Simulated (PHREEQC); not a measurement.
Dissolve 0.002 mol/kgw Pb(NO3)2, 0.13 mol/kgw H2SO4 and 9e-05 mol/kgw Na2SO4 at 80 °C. Closed to the air; pH follows from the charge balance.

All values are PHREEQC results (ion-association model, phreeqc.dat), not measurements.

### Question
The ionic strength comes out as 0.149 mol/kgw. What activity coefficients do NaSO4-, Pb(SO4)2-2, NO3-, HSO4-, SO4-2 get?

### Answer
NaSO4- 0.74, Pb(SO4)2-2 0.29, NO3- 0.69, HSO4- 0.73, SO4-2 0.29.

No solid was allowed to form. Examples of supersaturated solids here: Anglesite. Others may be too. Constants without temperature data keep their 25 °C values here.
